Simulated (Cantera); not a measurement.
Feed: 1 mol Fe, 10 mol NH3, 1 mol H2, 0.0012 mol H2S, equilibrated at 1.00 bar.

Equilibrium computed with Cantera from the NASA thermochemical tables; the gas is ideal and each condensed phase is pure. Candidate condensed phases: Fe, FeS, FeS2, S; 16 gas species. Rates play no part.

**Question.** Which condensed phases are stable at each of these points (T (K)): 900, 950, 1000, 1050, 1100, 1150, 1200, 1250, 1300?

**Answer.** 
```
T (K)  condensed phases  Fe condensed (%)
-----  ----------------  ----------------
900               Fe(α)             100.0
950               Fe(α)             100.0
1000              Fe(α)             100.0
1050              Fe(α)             100.0
1100              Fe(α)             100.0
1150              Fe(α)             100.0
1200              Fe(γ)             100.0
1250              Fe(γ)             100.0
1300              Fe(γ)             100.0
```

From 900 K to 1150 K the condensed part is Fe(α). From 1200 K to 1300 K the condensed part is Fe(γ).
